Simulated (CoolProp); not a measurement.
Hydrogen chloride along the isobar 9680 kPa: density (kg/m³) from the reference equation and from simpler models built on Tc = 51.5 °C, pc = 8314 kPa, ω = 0.130; each cubic takes its own stable root.

Computed with CoolProp (reference Helmholtz-energy equation of state, Thol 2018).

```json
[
 {"T (°C)": "-42.15", "phase": "liquid", "reference": "1090", "van der Waals": "659.4", "Redlich-Kwong": "941.4", "Soave-Redlich-Kwong": "954.4", "Peng-Robinson": "1078"},
 {"T (°C)": "-34.55", "phase": "liquid", "reference": "1069", "van der Waals": "647.8", "Redlich-Kwong": "919.7", "Soave-Redlich-Kwong": "933.5", "Peng-Robinson": "1055"},
 {"T (°C)": "-26.85", "phase": "liquid", "reference": "1047", "van der Waals": "635.5", "Redlich-Kwong": "896.8", "Soave-Redlich-Kwong": "911.0", "Peng-Robinson": "1030"},
 {"T (°C)": "-19.15", "phase": "liquid", "reference": "1023", "van der Waals": "622.6", "Redlich-Kwong": "872.6", "Soave-Redlich-Kwong": "887.2", "Peng-Robinson": "1003"},
 {"T (°C)": "-11.55", "phase": "liquid", "reference": "999.4", "van der Waals": "609.2", "Redlich-Kwong": "847.3", "Soave-Redlich-Kwong": "862.2", "Peng-Robinson": "974.4"},
 {"T (°C)": "-3.85", "phase": "liquid", "reference": "973.7", "van der Waals": "594.7", "Redlich-Kwong": "820.2", "Soave-Redlich-Kwong": "835.1", "Peng-Robinson": "943.5"},
 {"T (°C)": "3.85", "phase": "liquid", "reference": "946.3", "van der Waals": "579.2", "Redlich-Kwong": "791.1", "Soave-Redlich-Kwong": "805.8", "Peng-Robinson": "910.0"},
 {"T (°C)": "11.45", "phase": "liquid", "reference": "917.1", "van der Waals": "562.7", "Redlich-Kwong": "760.2", "Soave-Redlich-Kwong": "774.4", "Peng-Robinson": "873.8"},
 {"T (°C)": "19.15", "phase": "liquid", "reference": "884.7", "van der Waals": "544.5", "Redlich-Kwong": "726.1", "Soave-Redlich-Kwong": "739.4", "Peng-Robinson": "833.3"},
 {"T (°C)": "26.85", "phase": "liquid", "reference": "848.4", "van der Waals": "524.3", "Redlich-Kwong": "688.2", "Soave-Redlich-Kwong": "700.2", "Peng-Robinson": "787.7"},
 {"T (°C)": "34.45", "phase": "liquid", "reference": "806.9", "van der Waals": "501.5", "Redlich-Kwong": "645.8", "Soave-Redlich-Kwong": "655.8", "Peng-Robinson": "735.6"},
 {"T (°C)": "42.15", "phase": "liquid", "reference": "755.3", "van der Waals": "474.4", "Redlich-Kwong": "594.8", "Soave-Redlich-Kwong": "601.8", "Peng-Robinson": "672.0"},
 {"T (°C)": "49.75", "phase": "liquid", "reference": "684.7", "van der Waals": "440.8", "Redlich-Kwong": "530.1", "Soave-Redlich-Kwong": "532.0", "Peng-Robinson": "589.4"},
 {"T (°C)": "57.45", "phase": "supercritical", "reference": "534.5", "van der Waals": "391.6", "Redlich-Kwong": "425.1", "Soave-Redlich-Kwong": "412.1", "Peng-Robinson": "446.3"},
 {"T (°C)": "65.15", "phase": "supercritical", "reference": "283.2", "van der Waals": "295.3", "Redlich-Kwong": "272.9", "Soave-Redlich-Kwong": "261.1", "Peng-Robinson": "277.5"}
]
```
